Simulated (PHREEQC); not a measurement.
1 kg of water holding 0.0063 mol K2CO3, 0.1 mol K2SO4, 0.079 mol KCl and 0.61 mol KHCO3 is evaporated at 25 °C; the solids stay in contact with the brine. CO2 is held at log p = -3.4 (atm). Solids allowed: Arcanite, Kalicinite, Misenite, Sylvite. Others were left out.

Base run: PHREEQC, Pitzer model, pitzer.dat. Each further column changes one thing. The table gives ionic strength.

| H2O removed (mol) | base | temperature from 25 to 5 °C |
|---|---|---|
| 0 | 1.25 | 1.22 |
| 18.01 | 1.86 | 1.83 |
| 30.18 | 2.76 | 2.60 |
| 38.4 | 3.73 | 3.47 |
| 43.95 | 5.00 | 4.82 |
| 47.7 | 6.98 | 6.85 |
| 50.23 | 9.94 | 9.83 |
| 51.94 | 14.2 | 14.0 |

 Constants without temperature data keep their 25 °C values here.
